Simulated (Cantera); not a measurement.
Input: 1 mol MgCO₃, a varied amount of C, 0.11 mol O₂, equilibrated at 1900 K and 12.0 mbar.

Cantera equilibrium calculation (NASA polynomials, part measured and part estimated; ideal gas, pure solids and liquids). Candidate condensed phases: C, Mg, MgCO₃, MgO; 15 gas species. Rates play no part.

### Question
At 0.031 mol C, list the 4 most abundant gas species with their mole fractions, and the condensed phases.

### Answer
CO₂ 0.905, O₂ 0.0783, CO 0.0162, O 0.000762. Condensed: MgO(s).
